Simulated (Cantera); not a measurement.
A closed system holds: 1 mol Fe, 1.6 mol H₂S, 45 mol CO, equilibrated at 1625 °C and 980000 Pa.

Equilibrium computed with Cantera from the NASA thermochemical tables; the gas is ideal and each condensed phase is pure. Candidate condensed phases: C, C₆H₆, C₇H₈, C₈H₁₈, Fe, Fe(CO)₅, FeO, Fe(OH)₂, Fe(OH)₃, FeS, FeSO₄, FeS₂, Fe₂O₃, Fe₂(SO₄)₃, Fe₃O₄, H₂O, H₂SO₄, S; 127 gas species. FeS: taken at fixed stoichiometry. Rates play no part.

Base state: CO 0.957, H₂ 0.0309, COS 0.00324, H₂S 0.00293, CS₂ 0.00159, CO₂ 0.00155, S₂ 0.00147, SH 0.000379 (mole fractions); condensed: FeS(l).

### Question
What changes in the equilibrium state with this change: temperature from 1625 °C to 677 °C?

### Answer
```
species             before   after
----------------  --------  ------
CO₂                0.00155   0.723
CO                   0.957   0.210
H₂O               0.000210  0.0288
H₂S                0.00293  0.0156
H₂                  0.0309  0.0150
CS                0.000167   <1e-9
H                  4.39e-5   <1e-9
FeS(l), mol          1.000       0
C(graphite), mol         0    20.0
FeS(s), mol              0    1.00
```

### Question
What changes in the equilibrium state with this change: temperature from 1625 °C to 1425 °C?

### Answer
| species | before | after |
|---|---|---|
| CO | 0.957 | 0.957 |
| H₂ | 0.0309 | 0.0304 |
| COS | 0.00324 | 0.00392 |
| S₂ | 0.00147 | 0.000597 |
| H₂S | 0.00293 | 0.00362 |
| S | 1.93e-5 | 2.42e-6 |
| H | 4.39e-5 | 8.05e-6 |
| FeS(l), mol | 1.000 | 1.000 |
